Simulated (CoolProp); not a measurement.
Saturation properties of C2F6 (R116).

Values from CoolProp's reference Helmholtz-energy equation of state, Lemmon 2006. It is a short technical equation, of lower accuracy than the large ones.

```tsv
T (°C)	p (kPa)	vapour density (kg/m³)	enthalpy of vaporisation (kJ/kg)	surface tension (mN/m)
-60.25	(withheld)	20.52	108.7	8.65
-49.45	378.4	31.69	103.1	(withheld)
-38.75	565.1	47.14	96.79	5.90
-27.95	(withheld)	68.73	89.56	4.59
-17.25	(withheld)	98.49	81.19	3.36
-6.45	1549	(withheld)	70.95	2.19
4.35	(withheld)	207.8	57.61	1.13
15.05	2705	335.0	(withheld)	0.260
```

### Question
What belongs in the gaps?

### Answer

- -60.25, p (kPa): 241.3
- -49.45, surface tension (mN/m): 7.25
- -27.95, p (kPa): 815.7
- -17.25, p (kPa): 1137
- -6.45, vapour density (kg/m³): 141.5
- 4.35, p (kPa): 2066
- 15.05, enthalpy of vaporisation (kJ/kg): 36.69

It boils at -78.1 °C under 1 atm.

Surface tension comes from a separate correlation (Mulero 2012).
